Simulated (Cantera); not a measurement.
Feed: 1 mol SF6, 0.11 mol SO2, 0.39 mol H2, held at 13.3 mbar.

Method: chemical equilibrium by Gibbs-energy minimisation in Cantera with the NASA 1993 tables (ideal gas, pure condensed phases). Candidate condensed phases: H2O, H2SO4, S; 71 gas species. Ions and electrons are included (thermal ionisation). Equilibrium is a limit: real reactors are often held back by kinetics, nucleation or transport. All values below are at 3750 K.

Base state: F 0.731, S 0.141, H 0.0651, HF 0.0343, O 0.0275, SO 0.000476, S2 0.000123, SF 0.000114 (mole fractions); condensed: gas only.

**Question.** What changes in the equilibrium state with this change: H2 from 0.39 to 0.16 mol?

**Answer.** 
```
species   before    after
-------  -------  -------
F          0.731    0.782
S          0.141    0.147
O         0.0275   0.0287
H         0.0651   0.0272
HF        0.0343   0.0153
H2       5.62e-5  9.78e-6
SH       4.59e-5  1.99e-5
```
